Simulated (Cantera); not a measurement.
# Diamond growth

A diamond (100) surface in a fixed gas of H2 with x(CH4) = 0.022, x(H) = 0.024, x(CH3) = 1.6e-05, 0.0410 bar; coverages are run to steady state.

Model: the Harris–Goodwin 1993 mechanism for the reconstructed diamond (100) surface, integrated in Cantera.

```tsv
T (K)	growth (µm/h)	θ c6HH	θ c6H*	θ c6*H	θ c6**	θ c6HM
950	0.273	0.643	0.0143	0.335	0.00675	0.000450
1000	0.346	0.596	0.0185	0.375	0.00984	0.000362
1050	0.420	0.552	0.0232	0.411	0.0138	0.000289
1100	0.480	0.511	0.0281	0.442	0.0186	0.000225
1150	0.498	0.473	0.0333	0.469	0.0243	0.000163
1200	0.450	0.438	0.0387	0.492	0.0310	0.000104
1250	0.357	0.406	0.0441	0.511	0.0385	5.62e-5
1300	0.272	0.377	0.0495	0.527	0.0469	2.66e-5
1350	0.225	0.351	0.0548	0.538	0.0560	1.18e-5
1400	0.208	0.327	0.0600	0.547	0.0658	5.06e-6
```
θ: site fractions in the mechanism's names (c6HH fully hydrogenated, c6H* and c6*H radical sites, c6** diradical, c6HM methylated).
